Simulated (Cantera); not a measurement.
Cantera run, input and output.

```python
import numpy as np
import cantera as ct

gas = ct.Solution("gri30.yaml")
gas.TPX = 1900, 1700, {'CH4': 1, 'H2': 11}
inlet = ct.Reservoir(gas, clone=True)

reactor = ct.IdealGasConstPressureReactor(gas, energy="off", clone=False)
exhaust = ct.Reservoir(gas, clone=True)
tau = [2.6, 0.98, 0.37, 0.14, 0.051, 0.019, 0.0072, 0.0027, 0.001, 0.00038][0]
for a, b in ((inlet, reactor), (reactor, exhaust)):
    ct.MassFlowController(a, b, mdot=lambda t: reactor.mass / tau)
net = ct.ReactorNet([reactor])
show = ['CH4', 'H2', 'C2H4', 'H', 'C2H', 'CH2']

rows = []
print(f"{'tau/s':>10s}{'T/K':>9s}" + "".join(f"{s:>11s}" for s in show))
for tau in [2.6, 0.98, 0.37, 0.14, 0.051, 0.019, 0.0072, 0.0027, 0.001, 0.00038]:
    net.initial_time = 0.0
    net.advance(30 * tau)
    before = gas.X
    net.advance(40 * tau)
    drift = np.max(np.abs(gas.X - before) / (gas.X + 1e-9))
    rows.append([gas.T, *gas[show].X, drift])
    print(f"{tau:10.3e}{gas.T:9.1f}" + "".join(f"{x:11.3e}" for x in gas[show].X))
```

Output:

```
     tau/s      T/K        CH4         H2       C2H4          H        C2H        CH2
 2.600e+00   1900.0  4.284e-03  9.542e-01  1.316e-05  4.853e-03  2.401e-06  2.465e-06
 9.800e-01   1900.0  7.730e-03  9.527e-01  2.322e-05  4.348e-03  2.052e-06  3.416e-06
 3.700e-01   1900.0  1.381e-02  9.498e-01  5.006e-05  3.837e-03  1.657e-06  4.483e-06
 1.400e-01   1900.0  2.377e-02  9.446e-01  1.146e-04  3.361e-03  1.231e-06  5.529e-06
 5.100e-02   1900.0  3.890e-02  9.365e-01  2.487e-04  2.899e-03  7.696e-07  6.301e-06
 1.900e-02   1900.0  5.682e-02  9.271e-01  4.215e-04  2.404e-03  3.508e-07  6.160e-06
 7.200e-03   1900.0  7.269e-02  9.193e-01  4.449e-04  1.718e-03  7.667e-08  4.254e-06
 2.700e-03   1900.0  8.087e-02  9.164e-01  1.648e-04  8.348e-04  3.041e-09  1.306e-06
 1.000e-03   1900.0  8.268e-02  9.164e-01  1.767e-05  3.140e-04  2.681e-11  2.105e-07
 3.800e-04   1900.0  8.310e-02  9.166e-01  1.181e-06  1.198e-04  1.935e-13  3.112e-08
```

Model: GRI-Mech 3.0 (53 species, 325 reactions), integrated in Cantera. GRI-Mech 3.0 stops at C3 and has no aromatics, soot or wall deposition, so with more carbon than oxygen in the feed, carbon stays in small species such as C2H2 where larger ones or solid carbon would form. Radical loss at walls, strong at low pressure, is not modelled.
